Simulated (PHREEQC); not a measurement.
Model water analysis in mmol/kgw, 55 °C, pH 6.61, pe 12.3: Na 0.46; K 0.0237; Ca 0.696; Mg 0.0247; Cl 0.923; S(6) 0.132; Alkalinity (meq/kgw) 0.701; B 0.0209; O(0) (counted as O atoms) 0.00113.

Valence states are taken as typed.

All values are PHREEQC results (ion-association model, phreeqc.dat), not measurements.

No solid was allowed to form.

Question: Estimate the specific conductance.

Answer: specific conductance 380 µS/cm.

Question: In which forms is S present?

Answer: SO4-2 91 %, CaSO4 8.4 %, MgSO4 0.6 % of the S.

Constants without temperature data keep their 25 °C values here.
